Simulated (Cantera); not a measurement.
Charge: 1 mol MgO, 52 mol HCl, 1.6 mol N2, equilibrated at 1327 °C and 4.40 mbar.

Cantera equilibrium calculation (NASA polynomials, part measured and part estimated; ideal gas, pure solids and liquids). Candidate condensed phases: H2O, Mg, MgCl2, MgO, Mg(OH)2, NH4Cl; 38 gas species. The numbers say what is thermodynamically allowed, not how fast it happens.

Base state: HCl 0.920, N2 0.0297, MgCl2 0.0186, H2O 0.0186, Cl 0.00892, H2 0.00447, H 5.48e-5, Cl2 2.90e-5 (mole fractions); condensed: gas only.

What changes in the equilibrium state with this change: pressure from 4.40 mbar to 0.420 bar?


| species | before | after |
|---|---|---|
| HCl | 0.920 | 0.930 |
| N2 | 0.0297 | 0.0298 |
| MgCl2 | 0.0186 | 0.0186 |
| Cl | 0.00892 | 0.00189 |
| H2 | 0.00447 | 0.00107 |
| H2O | 0.0186 | 0.0186 |
| H | 5.48e-5 | 2.74e-6 |
| Cl2 | 2.90e-5 | 0.000124 |
